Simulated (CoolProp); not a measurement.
50 sccm (0 °C, 1 atm) of nitrogen bubbles through liquid hexamethyldisiloxane (MM) at 330.2 K and leaves saturated at a total pressure of 0.15 MPa (ideal gas phase). Each further row changes one setting.

Computed with CoolProp (reference Helmholtz-energy equation of state, Thol 2016).

```
case                      vapour pressure (kPa)  mole fraction of vapour  delivery (mg/min)  delivery (sccm)  change of delivery for a bath 1 K warmer (%)
------------------------  ---------------------  -----------------------  -----------------  ---------------  --------------------------------------------
as stated                                  23.3                    0.156               66.8             9.21                                           4.8
bath temperature 335.2 K                   28.3                    0.189               84.3             11.6                                           4.8
total pressure 0.3 MPa                     23.3                   0.0778               30.6             4.22                                           4.3
```
